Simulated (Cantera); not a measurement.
A closed system holds: 1 mol Ta2O5, 0.53 mol CO, 6.5 mol H2, at 900 Torr.

Method: chemical equilibrium by Gibbs-energy minimisation in Cantera with the NASA 1993 tables (ideal gas, pure condensed phases). Candidate condensed phases: C, C6H6, C7H8, C8H18, H2O, Ta, TaC, Ta2O5; 113 gas species. Mutual solubility and eutectic melting of coexisting phases are not modelled. Condensed phases not in the tables: Ta2C, N, O or C dissolved in the metal. Equilibrium is a limit: real reactors are often held back by kinetics, nucleation or transport. All values below are at 2623 K.

Base state: H2 0.879, CO 0.0738, H 0.0360, H2O 0.00889, TaO2 0.00156, TaO 0.000419, CO2 0.000114, OH 8.64e-5 (mole fractions); condensed: Ta(s) + Ta2O5(l).

### Question
What changes in the equilibrium state with this change: pressure from 900 Torr to 9.75 Torr?

### Answer
| species | before | after |
|---|---|---|
| H2 | 0.879 | 0.563 |
| H | 0.0360 | 0.277 |
| TaO2 | 0.00156 | 0.0623 |
| H2O | 0.00889 | 0.0306 |
| CO | 0.0738 | 0.0593 |
| O2 | 9.39e-9 | 2.50e-5 |
| O | 2.28e-6 | 0.00113 |
| OH | 8.64e-5 | 0.00357 |
| TaO | 0.000419 | 0.00311 |
| CO2 | 0.000114 | 0.000493 |
| Ta(s), mol | 0.0220 | 0 |
| Ta2O5(l), mol | 0.982 | 0.710 |
